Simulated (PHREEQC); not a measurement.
Copper plating or etch bath

Make-up at 20 °C: 0.0045 mol/kgw Cu(BF4)2, 0.0035 mol/kgw HBF4 and 0.026 mol/kgw H3BO3. Closed to the air; pH follows from the charge balance.

All values are PHREEQC results (ion-association model, wateq4f.dat), not measurements.

This is a speciation only: nothing precipitates in the calculation.

**Question.** Estimate the pH, ionic strength.

**Answer.** pH 2.43; ionic strength 0.0176 mol/kgw.

**Question.** In which forms is B present?

**Answer.** H3BO3 67 %, BF4- 27 %, BF3OH- 4.1 %, BF2(OH)2- 2.1 % of the B.

Real BF4- forms and hydrolyses slowly; the run takes it at equilibrium.
